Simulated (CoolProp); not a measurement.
Computed with CoolProp (reference Helmholtz-energy equation of state, Gao 2022).

Q: For n-perfluoropentane, give the phase and the density (kg/m³), cv (kJ/(kg K)), isothermal compressibility (1/MPa), expansivity (1/kK) at 176.9 K and 0.767 MPa.

A: 
- 176.9 K and 0.767 MPa: liquid; density 1970, cv 0.640, isothermal compressibility 0.00106, expansivity 1.50
